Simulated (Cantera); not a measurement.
A closed system holds: 1 mol Pb, 1 mol O₂, 24 mol N₂, held at 0.000900 bar.

Method: chemical equilibrium by Gibbs-energy minimisation in Cantera with the NASA 1993 tables (ideal gas, pure condensed phases). Candidate condensed phases: Pb, PbO, PbO₂, Pb₃O₄; 12 gas species. The numbers say what is thermodynamically allowed, not how fast it happens.

Problem. What share of the Pb ends up in condensed phases as a function of T (K), at 598, 648, 698, 748, 798, 848, 898, 948, 998, 1048, 1098, 1148, 1198?

Solution. 
```tsv
T (K)	Pb condensed (%)	as
598	100.0	PbO(red)
648	100.0	PbO(red)
698	100.0	PbO(red)
748	100.0	PbO(red)
798	100.0	PbO(yellow)
848	100.0	PbO(yellow)
898	100.0	PbO(yellow)
948	99.9	PbO(yellow)
998	99.2	PbO(yellow)
1048	96.1	PbO(yellow)
1098	83.5	PbO(yellow)
1148	36.3	PbO(yellow)
1198	0.0	-
```
